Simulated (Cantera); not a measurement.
A closed system holds: 1 mol C₂F₆, 2.8 mol HCl, 0.1 mol H₂, at 1000 °C and 1.70 mbar.

Cantera equilibrium calculation (NASA polynomials, part measured and part estimated; ideal gas, pure solids and liquids). The feed counts by its element totals alone. Gases not in the tables: C₂F₆ and larger saturated fluorocarbons. Kinetics and transport are ignored.

```
species            before    after
----------------  -------  -------
H₂                  <1e-9    0.596
HF                  0.452    0.275
HCl                 0.121    0.128
CF₄                 0.171    <1e-9
Cl₂                 0.158    <1e-9
Cl                 0.0937  2.44e-6
CClF₃             0.00329    <1e-9
CCl₂F₂            6.12e-5    <1e-9
H                   <1e-9  1.34e-5
C(graphite), mol     1.09     2.00
```
Gas species are given as mole fractions.

Question: Name the change that produced these shifts.
(A) H₂ from 0.1 to 16 mol
(B) temperature from 1000 °C to 1750 °C
(C) temperature from 1000 °C to 2600 °C
(D) temperature from 1000 °C to 652 °C

Answer: A, H₂ from 0.1 to 16 mol
